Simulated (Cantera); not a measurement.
Charge: 1 mol V, 3.7 mol O2, 350 mol H2, at 2425 °C and 660000 Pa.

These are equilibrium values from Cantera (NASA tables, ideal gas, pure condensed phases), not measurements of a reactor. Candidate condensed phases: H2O, V, VO, V2O3, V2O4, V2O5; 12 gas species. VO: taken at fixed stoichiometry. Kinetics and transport are ignored.

Base state: H2 0.960, H 0.0215, H2O 0.0178, VO 0.000365, VO2 0.000301, OH 0.000102, V 7.96e-5 (mole fractions); condensed: VO(l).

Q: What changes in the equilibrium state with this change: V replaced by Ta?

A: 
| species | before | after |
|---|---|---|
| H2 | 0.960 | 0.964 |
| H | 0.0215 | 0.0215 |
| H2O | 0.0178 | 0.0142 |
| TaO2 | 0 | 0.000479 |
| VO | 0.000365 | 0 |
| VO2 | 0.000301 | 0 |
| TaO | 0 | 0.000106 |
| V | 7.96e-5 | 0 |
| OH | 0.000102 | 8.09e-5 |
| VO(l), mol | 0.736 | 0 |
| Ta2O5(l), mol | 0 | 0.396 |
Further candidate phases: Ta, Ta2O5.

Q: What changes in the equilibrium state with this change: V replaced by Ta(OEt)5?

A: 
| species | before | after |
|---|---|---|
| H2 | 0.960 | 0.946 |
| CO | 0 | 0.0265 |
| H | 0.0215 | 0.0213 |
| H2O | 0.0178 | 0.00592 |
| TaO2 | 0 | 0.000156 |
| VO | 0.000365 | 0 |
| VO2 | 0.000301 | 0 |
| TaO | 0 | 8.10e-5 |
| VO(l), mol | 0.736 | 0 |
| Ta(s), mol | 0 | 0.911 |
The feed counts by its element totals alone. Condensed phases not in the tables: Ta2C, N, O or C dissolved in the metal. Further candidate phases: C, C6H6, C7H8, C8H18, Ta, TaC, Ta2O5.
